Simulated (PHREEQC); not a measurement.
Consider water at 79 °C with 0.032 mol/kgw H2SO4 and 0.29 mol/kgw ZnSO4. Closed to the air; pH follows from the charge balance.

The numbers come from PHREEQC with the ion-association model, phreeqc.dat.

The ionic strength comes out as 0.571 mol/kgw. What activity coefficients do Zn(SO4)2-2, SO4-2, Zn+2, H+, HSO4- get?

Zn(SO4)2-2 0.26, SO4-2 0.17, Zn+2 0.18, H+ 0.74, HSO4- 0.71.

Precipitation was switched off in this run. Constants without temperature data keep their 25 °C values here.
